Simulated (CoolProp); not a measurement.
Properties of 1-butene along the isobar 4280 kPa (Tc = 419.3 K, pc = 4006 kPa, ω = 0.192).

Values from CoolProp's reference Helmholtz-energy equation of state, Lemmon 2005. It is a short technical equation, of lower accuracy than the large ones.

| T (K) | phase | cp (kJ/(kg K)) | speed of sound (m/s) | isothermal compressibility (1/MPa) |
|---|---|---|---|---|
| 277.9 | liquid | 2.190 | 1031 | 0.002198 |
| 313.2 | liquid | 2.351 | 849.2 | 0.003486 |
| 348.5 | liquid | 2.572 | (withheld) | 0.006270 |
| 383.8 | liquid | 2.955 | 473.9 | 0.01503 |
| 419.1 | liquid | 6.328 | (withheld) | 0.2297 |
| 454.4 | supercritical | 3.038 | (withheld) | 0.4055 |
| 489.7 | supercritical | 2.704 | 221.8 | 0.3189 |
| 525 | supercritical | 2.670 | 245.3 | 0.2872 |

Task: Complete the blanks.

Result: 
- 348.5, speed of sound (m/s): 667.7
- 419.1, speed of sound (m/s): 196.2
- 454.4, speed of sound (m/s): 188.6
